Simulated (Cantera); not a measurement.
Input (Python, Cantera):

```python
import numpy as np
import cantera as ct

gas = ct.Solution("gri30.yaml")
gas.TPX = 1925, 13332, {'NO': 1, 'N2': 13}
reactor = ct.IdealGasConstPressureReactor(gas, energy="off", clone=False)
net = ct.ReactorNet([reactor])
net.rtol, net.atol = 1e-08, 1e-18
show = ['NO', 'NO2', 'N2', 'N2O', 'O', 'O2']
times = np.geomspace(1e-05, 3, 10)

steps = ct.SolutionArray(gas, extra=["t"])
rows = []
print(f"{'t/s':>10s}{'T/K':>9s}{'P/Pa':>11s}" + "".join(f"{s:>11s}" for s in show))
for t in times:
    while net.time < t:
        t_next = net.step()
        steps.append(gas.state, t=t_next)
    rows.append([np.interp(t, steps.t, y) for y in (steps.T, steps.P, *steps(*show).X.T)])
    print(f"{t:10.3e}{rows[-1][0]:9.1f}{rows[-1][1]:11.4g}" + "".join(f"{x:11.3e}" for x in rows[-1][2:]))
rate = np.gradient(steps.T, steps.t)
print("integrator steps:", len(steps.t))
if steps.T.max() > steps.T[0] + 200:
    print(f"time of steepest temperature rise: {steps.t[rate.argmax()]:.4e} s")
gas.TPX = 1925, 13332, {'NO': 1, 'N2': 13}
gas.equilibrate("TP")
print(f"equilibrium (TP): T = {gas.T:.1f} K  " + "  ".join(f"{s} {gas[s].X[0]:.3e}" for s in show))
```

Output:

```
       t/s      T/K       P/Pa         NO        NO2         N2        N2O          O         O2
 1.000e-05   1925.0  1.333e+04  7.143e-02  2.764e-12  9.286e-01  4.483e-09  4.489e-09  2.234e-13
 4.060e-05   1925.0  1.333e+04  7.143e-02  4.499e-11  9.286e-01  1.815e-08  1.825e-08  3.678e-12
 1.649e-04   1925.0  1.333e+04  7.143e-02  7.108e-10  9.286e-01  7.280e-08  7.446e-08  6.085e-11
 6.694e-04   1925.0  1.333e+04  7.143e-02  9.984e-09  9.286e-01  2.815e-07  3.093e-07  1.018e-09
 2.718e-03   1925.0  1.333e+04  7.143e-02  1.022e-07  9.286e-01  9.457e-07  1.391e-06  1.834e-08
 1.104e-02   1925.0  1.333e+04  7.142e-02  6.939e-07  9.286e-01  2.023e-06  7.064e-06  4.153e-07
 4.481e-02   1925.0  1.333e+04  7.137e-02  2.673e-06  9.286e-01  2.260e-06  2.653e-05  1.063e-05
 1.820e-01   1925.0  1.333e+04  7.116e-02  3.683e-06  9.287e-01  2.233e-06  3.706e-05  1.126e-04
 7.388e-01   1925.0  1.333e+04  7.023e-02  4.280e-06  9.291e-01  2.170e-06  4.296e-05  5.697e-04
 3.000e+00   1925.0  1.333e+04  6.615e-02  6.053e-06  9.312e-01  1.909e-06  6.254e-05  2.602e-03
integrator steps: 428
equilibrium (TP): T = 1925.0 K  NO 2.770e-03  NO2 8.015e-07  N2 9.628e-01  N2O 6.328e-08  O 1.876e-04  O2 3.423e-02
```

Cantera simulation using GRI-Mech 3.0 (53 species, 325 reactions); the numbers are that mechanism's predictions, not measurements.
